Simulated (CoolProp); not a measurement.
Vapour-liquid equilibrium of R152A (1) + R113 (2) at 4.37 bar; x and y are mole fractions of (1).

Values from CoolProp's multi-fluid Helmholtz-energy mixture model, Outcalt 1996 and Marx 1992; pair parameters Bell 2016.

Problem. Give the bubble temperature and the first vapour's composition at x = 0.05, 0.15, 0.45. Is there an azeotrope?

Solution. x = 0.05: 355.5 K, y = 0.355; x = 0.15: 330.9 K, y = 0.692; x = 0.45: 303.3 K, y = 0.904. No azeotrope shows between x = 0.05 and 0.95.

Pair parameters are fitted to limited data, so mixtures are less certain than the pure fluids.
